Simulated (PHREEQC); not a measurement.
1 kg of water holding 3.8 mmol/kgw Na2B4O7, 10 mmol/kgw KCl, 180 mmol/kgw Na2CO3 and 12 mmol/kgw NaCl is evaporated at 25 °C; the solids stay in contact with the brine. The system is closed to CO2. Only these solids could form: Halite, Kalicinite, Nahcolite, Natron, Sylvite, Trona, Borax, Boric_acid,s, KB5O8:4H2O, K2B4O7:4H2O, NaBO2:4H2O, NaB5O8:5H2O, Teepleite.

The numbers come from PHREEQC with the Pitzer model, pitzer.dat.

Problem. Predict ionic strength, water activity at water left (kg) = 0.8219, 0.3751, 0.01176.

Solution. 
```csv
water left (kg),ionic strength,water activity
0.8219,0.682,0.990
0.3751,1.50,0.979
0.01176,12.8,0.733
```
